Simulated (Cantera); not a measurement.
Charge: 1 mol CH3Cl, 0.39 mol F2, at 698.15 K and 1600 Pa.

Equilibrium computed with Cantera from the NASA thermochemical tables; the gas is ideal and each condensed phase is pure. Candidate condensed phases: C, C6H6, C7H8, C8H18; 118 gas species. The numbers say what is thermodynamically allowed, not how fast it happens.

### Question
What is the equilibrium state?

### Answer
- x(HCl) = 0.422
- x(HF) = 0.329
- x(H2) = 0.241
- x(CH4) = 0.00821
- n(C(graphite)) = 0.981 mol
- gas amount = 2.371 mol
